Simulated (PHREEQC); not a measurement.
Model water analysis in mg/kgw, 61 °C, pH 7.5, pe 11: Na 2.92; K 14.3; Ca 6.01; Mg 9.2; Cl 27.5; S(6) as SO4 10.2; Alkalinity as HCO3 34.9; O(0) (dissolved oxygen) 0.205; Li 0.0569; F 0.0252; Zn 0.0321; Sr 0.0335.

Valence states are taken as typed.

All values are PHREEQC results (ion-association model, wateq4f.dat), not measurements.

| quantity | before | after |
|---|---|---|
| ionic strength (mol/kgw) | 0.00213 | 0.00213 |
| HCO3- (mol/kgw) | 0.000559 | 0.000567 |
| Mg+2 (mol/kgw) | 0.000363 | 0.000364 |
| SO4-2 (mol/kgw) | 9.18e-5 | 9.18e-5 |
| CO2 (mol/kgw) | 3.28e-5 | 0.000333 |
| MgSO4 (mol/kgw) | 1.16e-5 | 1.17e-5 |
| SI of Magnesite (MgCO3) | -0.93 | -1.93 |
| SI of Zincite(c) (ZnO) | -1.03 | -2.87 |

What was changed between the two runs?
A) all concentrations times 3 at the same typed pH
B) pH from 7.5 to 6.5 at the same alkalinity
C) temperature from 61 to 40 °C at the same typed pH
D) Sr from 0.0335 to 0.067 mg/kgw

B, pH from 7.5 to 6.5 at the same alkalinity

No solid was allowed to form. Away from 25 °C the constants follow the database's enthalpies or fits; those with neither stay at their 25 °C values. The database's zinc carbonate complexes are estimates, stronger than later reviews accept.
